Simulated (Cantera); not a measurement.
## Premixed flame

A freely propagating, adiabatic, planar premixed flame of 5.40 % CH4, 0.594 % C2H6, 23.8 % O2, 70.2 % N2, equivalence ratio 0.54, unburnt at 575 K and 0.410 bar; mixture-averaged transport, grid criteria slope 0.08 and curve 0.16, no radiation.

Detailed kinetics in Cantera: GRI-Mech 3.0 (53 species, 325 reactions). Burning velocities carry a grid error of a few per cent, more on coarse grids.

```tsv
z (mm)	T (K)	u (m/s)	x CH4	x C2H6	x O2	x NO	x OH	x C2H
-2.53	575	1.02	0.0540	0.00594	0.238	<1e-8	<1e-8	<1e-8
-1.69	577	1.02	0.0538	0.00593	0.237	<1e-8	<1e-8	<1e-8
-1.27	583	1.04	0.0535	0.00592	0.237	<1e-8	1.37e-8	<1e-8
-0.843	623	1.11	0.0513	0.00578	0.233	1.25e-8	8.13e-7	<1e-8
-0.422	888	1.60	0.0385	0.00429	0.211	1.41e-7	4.56e-5	<1e-8
-0.211	1199	2.17	0.0228	0.00190	0.181	3.55e-7	0.000392	<1e-8
0	1508	2.75	0.00659	0.000143	0.145	7.45e-7	0.00241	1.09e-8
0.211	1641	2.99	0.000723	8.35e-7	0.125	1.28e-6	0.00523	<1e-8
0.422	1684	3.06	4.60e-5	<1e-8	0.117	1.81e-6	0.00655	<1e-8
0.843	1736	3.14	2.14e-7	<1e-8	0.112	2.80e-6	0.00741	<1e-8
1.69	1803	3.24	<1e-8	<1e-8	0.109	4.44e-6	0.00756	<1e-8
3.37	1870	3.35	<1e-8	<1e-8	0.108	6.80e-6	0.00671	<1e-8
6.75	1922	3.43	<1e-8	<1e-8	0.108	9.80e-6	0.00515	<1e-8
```
x: mole fraction of selected species; z is measured from the peak of heat release.

The laminar burning velocity is 102 cm/s and the thermal thickness is 0.843 mm. The peak x(OH) is 0.00761, the peak x(C2H) is 1.35e-8 and the grid points comes out as 125.
